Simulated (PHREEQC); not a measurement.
# Geothermal or formation water: an equilibrium model

Synthetic water in mg/kgw, 50 °C, pH 7.29: Na 3270; K 346; Ca 234; Mg 318; Cl 5610; S(6) as SO4 1170; Alkalinity as HCO3 34.8; Sr 15.

Valence states are taken as typed.

The numbers come from PHREEQC with the Pitzer model, pitzer.dat.

Precipitation was switched off in this run.

Problem. Predict the specific conductance, osmotic coefficient, density.

Solution. specific conductance 29000 µS/cm; osmotic coefficient 0.895; density 0.996 g/cm³.

Problem. In which forms is C present?

Solution. HCO3- 93 %, CO2 6.5 % of the C.

At this temperature some constants are extrapolated from 25 °C, and those without enthalpy data are left unchanged.
